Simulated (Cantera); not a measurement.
## Adiabatic ignition

An adiabatic, constant-volume homogeneous reactor starts with CH₄ : O₂ : N₂ : CO₂ = 1 : 2.27 : 8.55 : 0.62 (molar parts), equivalence ratio 0.88, at 1275 K and 10.0 bar.

Computed with Cantera and GRI-Mech 3.0 (53 species, 325 reactions).

```
t (s)     T (K)  P (bar)   x CH₄    x O₂   x CO₂      x NO     x CH₂    x C₂H₂  x CH₂CO
--------  -----  -------  ------  ------  ------  --------  --------  --------  -------
1.00e-6    1275     10.0  0.0804   0.182  0.0498    <1e-12    <1e-12    <1e-12   <1e-12
4.44e-6    1275    10.00  0.0804   0.182  0.0498    <1e-12    <1e-12    <1e-12   <1e-12
1.97e-5    1275    10.00  0.0804   0.182  0.0498    <1e-12    <1e-12    <1e-12   <1e-12
8.77e-5    1275     10.0  0.0804   0.182  0.0498    <1e-12    <1e-12    <1e-12   <1e-12
0.000390   1276     10.0  0.0802   0.182  0.0498    <1e-12  4.96e-12  1.26e-10  1.44e-9
0.00173    1334     10.5  0.0726   0.176  0.0498  2.24e-12   1.45e-9   7.81e-7  1.04e-5
0.00770    2850     22.8  <1e-12  0.0260   0.103    0.0128    <1e-12    <1e-12   <1e-12
0.0342     2850     22.8  <1e-12  0.0260   0.103    0.0128    <1e-12    <1e-12   <1e-12
0.152      2850     22.8  <1e-12  0.0260   0.103    0.0128    <1e-12    <1e-12   <1e-12
0.675      2850     22.8  <1e-12  0.0260   0.103    0.0128    <1e-12    <1e-12   <1e-12
3.00       2850     22.8  <1e-12  0.0260   0.103    0.0128    <1e-12    <1e-12   <1e-12
```
x: mole fraction; the columns are a selection and need not sum to one.

* **time of steepest temperature rise**: 1.88 ms
* **temperature at 3.00 s**: 2850 K
* **equilibrium temperature**: 2850 K
* **x(CH₄) at 3.00 s**: <1e-12 (gas-phase equilibrium <1e-12)
* **x(O₂) at 3.00 s**: 0.0260 (gas-phase equilibrium 0.0260)
* **x(CO₂) at 3.00 s**: 0.103 (gas-phase equilibrium 0.103)
